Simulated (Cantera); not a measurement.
A freely propagating, adiabatic, planar premixed flame of CO : H2 : O2 : N2 : H2O = 1 : 0.29 : 0.686 : 2.58 : 0.31 (molar parts), equivalence ratio 0.94, unburnt at 325 K and 128 Torr; mixture-averaged transport, grid criteria slope 0.08 and curve 0.16, no radiation.

Detailed kinetics in Cantera: GRI-Mech 3.0 (53 species, 325 reactions). Burning velocities carry a grid error of a few per cent, more on coarse grids.

Problem. How do the results move with these cheaper or finer settings: unity-Lewis-number transport; multicomponent transport; multicomponent+Soret transport; grid criteria slope 0.5, curve 1; grid criteria slope 0.25, curve 0.5; grid criteria slope 0.03, curve 0.06?

Solution. 
```tsv
setting	laminar burning velocity	thermal thickness	peak x(O)	grid points	grid points
as above	87.8 cm/s	4.43 mm	0.0119	141	141
unity-Lewis-number transport	55.5 cm/s	3.65 mm	0.0126	131	131
multicomponent transport	87.2 cm/s	4.43 mm	0.0119	141	141
multicomponent+Soret transport	82.2 cm/s	4.43 mm	0.0118	141	141
grid criteria slope 0.5, curve 1	90.4 cm/s	5.47 mm	0.0121	38	38
grid criteria slope 0.25, curve 0.5	88.0 cm/s	4.80 mm	0.0120	60	60
grid criteria slope 0.03, curve 0.06	87.8 cm/s	4.34 mm	0.0119	318	318
```
The base run took roughly 25 core-seconds.
Unity Lewis numbers drop preferential diffusion, which matters most where H2 and H carry the flame; Soret adds thermal diffusion.
